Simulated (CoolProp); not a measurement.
Propylene glycol along the isotherm 620 K: density (kg/m³) from the reference equation and from simpler models built on Tc = 674.0 K, pc = 7.292 MPa, ω = 0.327; each cubic takes its own stable root.

Values from CoolProp's reference Helmholtz-energy equation of state, Eisenbach 2021.

```json
[
 {"p (MPa)": "0.0576", "phase": "gas", "reference": "0.8533"},
 {"p (MPa)": "0.087", "phase": "gas", "reference": "1.291"},
 {"p (MPa)": "0.131", "phase": "gas", "reference": "1.950"},
 {"p (MPa)": "0.198", "phase": "gas", "reference": "2.959"},
 {"p (MPa)": "0.299", "phase": "gas", "reference": "4.498"},
 {"p (MPa)": "0.45", "phase": "gas", "reference": "6.838"},
 {"p (MPa)": "0.68", "phase": "gas", "reference": "10.50"},
 {"p (MPa)": "1.03", "phase": "gas", "reference": "16.31"},
 {"p (MPa)": "1.55", "phase": "gas", "reference": "25.60"},
 {"p (MPa)": "2.33", "phase": "gas", "reference": "41.47"},
 {"p (MPa)": "3.52", "phase": "liquid", "reference": "669.4"},
 {"p (MPa)": "5.31", "phase": "liquid", "reference": "679.4"},
 {"p (MPa)": "8.01", "phase": "liquid", "reference": "692.3"},
 {"p (MPa)": "12.1", "phase": "liquid", "reference": "708.5"},
 {"p (MPa)": "18.2", "phase": "liquid", "reference": "727.9"}
]
```

Question: How far does each simpler model (Redlich-Kwong, Peng-Robinson) lie from the reference over these 15 states: mean and median of the absolute difference, and the worst?

Answer: 
- Redlich-Kwong: mean 9.1 %, median 0.4 %, worst -89.5 % at 620 K and 3.52 MPa
- Peng-Robinson: mean 7.5 %, median 0.6 %, worst -89.0 % at 620 K and 3.52 MPa

At some of these states Redlich-Kwong, Peng-Robinson gives the other phase, because its saturation line lies elsewhere.
